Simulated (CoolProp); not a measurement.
Vapour pressure (kPa) of R142b: the reference equation beside estimates from Tc = 410.3 K, pc = 4055 kPa, ω = 0.232.

Values from CoolProp's reference Helmholtz-energy equation of state, Lemmon 2006. It is a short technical equation, of lower accuracy than the large ones.

| T (K) | reference | Redlich-Kwong | Soave-Redlich-Kwong |
|---|---|---|---|
| 233.3 | 24.01 | 46.19 | 23.70 |
| 240.8 | 35.51 | 65.65 | 35.09 |
| 248.3 | 51.09 | 90.89 | 50.56 |
| 255.8 | 71.69 | 122.9 | 71.07 |
| 263.3 | 98.37 | 162.8 | 97.70 |
| 270.8 | 132.3 | 211.6 | 131.6 |
| 278.3 | 174.7 | 270.4 | 174.2 |
| 285.8 | 226.9 | 340.4 | 226.6 |
| 293.3 | 290.2 | 422.5 | 290.5 |
| 300.8 | 366.2 | 518.0 | 367.3 |
| 308.3 | 456.2 | 627.9 | 458.5 |
| 315.8 | 562.0 | 753.2 | 566.0 |
| 323.3 | 685.1 | 895.0 | 691.2 |
| 330.8 | 827.2 | 1054 | 836.0 |
| 338.3 | 990.0 | 1232 | 1002 |

Absolute difference from the reference over all 15 rows, mean and median: Redlich-Kwong 53.2 and 50.0 %, Soave-Redlich-Kwong 0.7 and 0.7 %.
